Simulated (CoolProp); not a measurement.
100 sccm (0 °C, 1 atm) of nitrogen bubbles through liquid octamethylcyclotetrasiloxane (D4) at 359.1 K and leaves saturated at a total pressure of 0.124 MPa (ideal gas phase). Each further row changes one setting.

The numbers come from the reference Helmholtz-energy equation of state, Thol 2015 in CoolProp.

```json
[
 {"case": "as stated", "vapour pressure (kPa)": "4.75", "mole fraction of vapour": "0.0383", "delivery (mg/min)": "52.8", "delivery (sccm)": "3.99", "change of delivery for a bath 1 K warmer (%)": "4.8"},
 {"case": "bath temperature 364.1 K", "vapour pressure (kPa)": "5.95", "mole fraction of vapour": "0.0480", "delivery (mg/min)": "66.7", "delivery (sccm)": "5.04", "change of delivery for a bath 1 K warmer (%)": "4.7"},
 {"case": "total pressure 0.248 MPa", "vapour pressure (kPa)": "4.75", "mole fraction of vapour": "0.0192", "delivery (mg/min)": "25.9", "delivery (sccm)": "1.95", "change of delivery for a bath 1 K warmer (%)": "4.7"}
]
```
